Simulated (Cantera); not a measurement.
Input (Python, Cantera) and output of one run.

```python
import numpy as np
import cantera as ct

gas_names = """
    F FO FO2 F2 F2O H HF HOF HO2 H2 H2F2 H2O H2O2 H3F3 H4F4 H5F5 H6F6 H7F7 O OH O2 O3 Si SiF SiF2 SiF3
    SiF4 SiH SiHF3 SiH2 SiH2F2 SiH3 SiH3F SiH4 SiO SiO2 Si2 Si3
""".split()
cond_names = """
    H2O(s) H2O(L) Si(cr) Si(L) SiO2(Lqz) SiO2(hqz) SiO2(L)
""".split()


# ... load() reads the species with a 1 bar reference pressure and builds the phases ...
atoms = {
    'SiO2': {'Si': 1, 'O': 2},
    'F2': {'F': 2},
    'H2': {'H': 2},
}
top_T = {}  # K; cautious upper limits of use, not melting points


# ... equilibrate(T, P, feed) seeds the gas with the atoms and calls Mixture.equilibrate('TP', solver="vcs", rtol=1e-11, max_steps=5000) ...
results = []
T = 1025  # K
P = 1000  # Pa
for m in [1.7, 2.3, 3.3, 4.6, 6.4, 9, 13]:
    feed = {'SiO2': 1, 'F2': m, 'H2': 31}  # mol
    mix = equilibrate(T, P, feed)
    results.append((T, P, feed, dict(zip(mix.species_names, mix.species_moles))))
    x = sorted(zip(gas.X, gas.species_names), reverse=True)
    print(f"T = {T:g} K  P = {P:g} Pa  n(F2) = {m:g} mol  gas = {mix.phase_moles(0):.4g} mol")
    print("   x: " + "  ".join(f"{s} {v:.3e}" for v, s in x if v > 1e-06))
    print("   condensed (mol): " + ("  ".join(f"{mix.phase(i).name} {mix.phase_moles(i):.4g}"
          for i in range(1, mix.n_phases) if mix.phase_moles(i) > 1e-12) or "none"))
```

It prints:

```
T = 1025 K  P = 1000 Pa  n(F2) = 1.7 mol  gas = 32.48 mol
   x: H2 9.021e-01  HF 7.777e-02  H2O 1.345e-02  SiF4 6.726e-03
   condensed (mol): SiO2(hqz) 0.7815
T = 1025 K  P = 1000 Pa  n(F2) = 2.3 mol  gas = 32.98 mol
   x: H2 8.701e-01  HF 1.012e-01  H2O 1.912e-02  SiF4 9.559e-03
   condensed (mol): SiO2(hqz) 0.6847
T = 1025 K  P = 1000 Pa  n(F2) = 3.3 mol  gas = 33.81 mol
   x: H2 8.192e-01  HF 1.376e-01  H2O 2.879e-02  SiF4 1.440e-02
   condensed (mol): SiO2(hqz) 0.5132
T = 1025 K  P = 1000 Pa  n(F2) = 4.6 mol  gas = 34.88 mol
   x: H2 7.569e-01  HF 1.809e-01  H2O 4.145e-02  SiF4 2.073e-02
   condensed (mol): SiO2(hqz) 0.2771
T = 1025 K  P = 1000 Pa  n(F2) = 6.4 mol  gas = 36.4 mol
   x: H2 6.758e-01  HF 2.418e-01  H2O 5.495e-02  SiF4 2.747e-02
   condensed (mol): none
T = 1025 K  P = 1000 Pa  n(F2) = 9 mol  gas = 39 mol
   x: H2 5.641e-01  HF 3.590e-01  H2O 5.128e-02  SiF4 2.564e-02
   condensed (mol): none
T = 1025 K  P = 1000 Pa  n(F2) = 13 mol  gas = 43 mol
   x: HF 5.116e-01  H2 4.186e-01  H2O 4.651e-02  SiF4 2.326e-02
   condensed (mol): none
```

These are equilibrium values from Cantera (NASA tables, ideal gas, pure condensed phases), not measurements of a reactor.
